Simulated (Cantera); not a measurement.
A Cantera script and its output.

```python
import numpy as np
import cantera as ct

gas = ct.Solution("gri30.yaml")
gas.TPX = 1400, 1400000, {'H2': 1, 'O2': 1.22, 'N2': 4.59, 'H2O': 0.66}
reactor = ct.IdealGasConstPressureReactor(gas, energy="on", clone=False)
net = ct.ReactorNet([reactor])
net.rtol, net.atol = 1e-08, 1e-16
show = ['H2', 'O2', 'H2O', 'H', 'OH']
times = np.geomspace(5e-06, 0.5, 12)

steps = ct.SolutionArray(gas, extra=["t"])
rows = []
print(f"{'t/s':>10s}{'T/K':>9s}{'P/Pa':>11s}" + "".join(f"{s:>11s}" for s in show))
for t in times:
    while net.time < t:
        t_next = net.step()
        steps.append(gas.state, t=t_next)
    rows.append([np.interp(t, steps.t, y) for y in (steps.T, steps.P, *steps(*show).X.T)])
    print(f"{t:10.3e}{rows[-1][0]:9.1f}{rows[-1][1]:11.4g}" + "".join(f"{x:11.3e}" for x in rows[-1][2:]))
rate = np.gradient(steps.T, steps.t)
print("integrator steps:", len(steps.t))
if steps.T.max() > steps.T[0] + 200:
    print(f"time of steepest temperature rise: {steps.t[rate.argmax()]:.4e} s")
gas.TPX = 1400, 1400000, {'H2': 1, 'O2': 1.22, 'N2': 4.59, 'H2O': 0.66}
gas.equilibrate("HP")
print(f"equilibrium (HP): T = {gas.T:.1f} K  " + "  ".join(f"{s} {gas[s].X[0]:.3e}" for s in show))
```

Result:

```
       t/s      T/K       P/Pa         H2         O2        H2O          H         OH
 5.000e-06   1407.9    1.4e+06  1.324e-01  1.623e-01  8.964e-02  8.287e-05  3.766e-05
 1.424e-05   2286.6    1.4e+06  4.057e-04  1.019e-01  2.350e-01  5.162e-05  4.757e-03
 4.056e-05   2287.4    1.4e+06  3.821e-04  1.020e-01  2.351e-01  4.769e-05  4.639e-03
 1.155e-04   2287.3    1.4e+06  3.820e-04  1.019e-01  2.351e-01  4.767e-05  4.638e-03
 3.290e-04   2287.2    1.4e+06  3.817e-04  1.019e-01  2.351e-01  4.762e-05  4.635e-03
 9.369e-04   2286.8    1.4e+06  3.811e-04  1.018e-01  2.351e-01  4.749e-05  4.628e-03
 2.668e-03   2285.7    1.4e+06  3.793e-04  1.016e-01  2.351e-01  4.711e-05  4.607e-03
 7.600e-03   2283.0    1.4e+06  3.745e-04  1.009e-01  2.351e-01  4.613e-05  4.552e-03
 2.164e-02   2277.0    1.4e+06  3.645e-04  9.946e-02  2.352e-01  4.411e-05  4.436e-03
 6.164e-02   2270.4    1.4e+06  3.536e-04  9.787e-02  2.353e-01  4.196e-05  4.310e-03
 1.756e-01   2268.8    1.4e+06  3.511e-04  9.749e-02  2.353e-01  4.146e-05  4.281e-03
 5.000e-01   2268.8    1.4e+06  3.511e-04  9.748e-02  2.353e-01  4.145e-05  4.280e-03
integrator steps: 1223
time of steepest temperature rise: 6.7135e-06 s
equilibrium (HP): T = 2268.8 K  H2 3.511e-04  O2 9.748e-02  H2O 2.353e-01  H 4.145e-05  OH 4.280e-03
```

Computed with Cantera and GRI-Mech 3.0 (53 species, 325 reactions). The hydrogen kinetics of GRI-Mech 3.0 are dated; newer H2 mechanisms differ, most at raised pressure. The pressure lies above the range GRI-Mech 3.0 was tuned for (to about 10 atm).
